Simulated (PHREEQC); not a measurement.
Synthetic water in mmol/kgw, 25 °C, pH 5.77, pe 10.3:

| constituent | mmol/kgw |
|---|---|
| Na | 0.00352 |
| K | 0.000739 |
| Ca | 0.00137 |
| Mg | 0.00159 |
| Cl | 0.00367 |
| S(6) | 0.00255 |
| Alkalinity (meq/kgw) | 0.00132 |
| Sr | 1.61e-05 |

Valence states are taken as typed.

Equilibrium calculation in PHREEQC: ion-association model, phreeqc.dat.

This is a speciation only: nothing precipitates in the calculation.

Task: What charge-balance error does the model give?

Result: charge-balance error 0.5 %.

Task: In which forms is C present?

Result: CO2 79 %, HCO3- 21 % of the C.
